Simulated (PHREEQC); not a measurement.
1 kg of water holding 0.073 mol/kgw Na2SO4 and 0.058 mol/kgw NaCl is evaporated at 25 °C; the solids stay in contact with the brine. The system is closed to CO2. Only these solids could form: Halite, Mirabilite, Thenardite.

Equilibrium calculation in PHREEQC: Pitzer model, pitzer.dat.

**Question.** Predict ionic strength, water activity, Cl in solution (mol/kgw) at water left (kg) = 0.8219, 0.06418, 0.05275, 0.01337, 0.006093.

**Answer.** 
```tsv
water left (kg)	ionic strength	water activity	Cl in solution (mol/kgw)
0.8219	0.337	0.994	0.0706
0.06418	4.32	0.930	0.904
0.05275	5.25	0.913	1.10
0.01337	7.60	0.781	4.34
0.006093	7.62	0.743	5.53
```
